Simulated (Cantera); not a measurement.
A perfectly stirred reactor is fed with 100 % N2O, at 29.3 Torr; it is held at 1423 K, and followed from long to short residence time.

Detailed kinetics in Cantera: GRI-Mech 3.0 (53 species, 325 reactions). GRI-Mech 3.0 was tuned for natural gas; its chemistry of N2O as a main component is partial and can be far from experiment. Radical loss at walls, strong at low pressure, is not modelled. The temperature is held fixed by assumption; the heat of reaction is taken as removed at once.

x: mole fraction; the columns are a selection and need not sum to one.

| τ (s) | x N2O | x N2 | x NO | x O2 | x O | x NO2 |
|---|---|---|---|---|---|---|
| 1.6 | 0.334 | 0.398 | 0.0918 | 0.176 | 3.23e-5 | ___ |
| 0.69 | 0.536 | 0.277 | 0.0642 | 0.122 | 3.26e-5 | ___ |
| 0.30 | 0.726 | 0.163 | 0.0380 | 0.0722 | 3.28e-5 | ___ |
| 0.13 | 0.860 | 0.0838 | 0.0195 | 0.0370 | 3.28e-5 | ___ |
| 0.055 | 0.935 | 0.0386 | 0.00898 | 0.0170 | 3.28e-5 | ___ |
| 0.024 | 0.971 | 0.0175 | 0.00406 | 0.00770 | 3.28e-5 | ___ |
| 0.010 | 0.988 | 0.00739 | 0.00171 | 0.00325 | 3.26e-5 | ___ |
| 0.0044 | 0.995 | 0.00326 | 0.000752 | 0.00143 | 3.23e-5 | ___ |
| 0.0019 | 0.998 | 0.00140 | 0.000318 | 0.000604 | 3.16e-5 | ___ |

Question: What belongs in the gaps?

Answer: 
- 1.6, x NO2: 3.59e-5
- 0.69, x NO2: 2.26e-5
- 0.30, x NO2: 1.18e-5
- 0.13, x NO2: 5.21e-6
- 0.055, x NO2: 1.93e-6
- 0.024, x NO2: 6.30e-7
- 0.010, x NO2: 1.58e-7
- 0.0044, x NO2: 3.67e-8
- 0.0019, x NO2: 7.26e-9
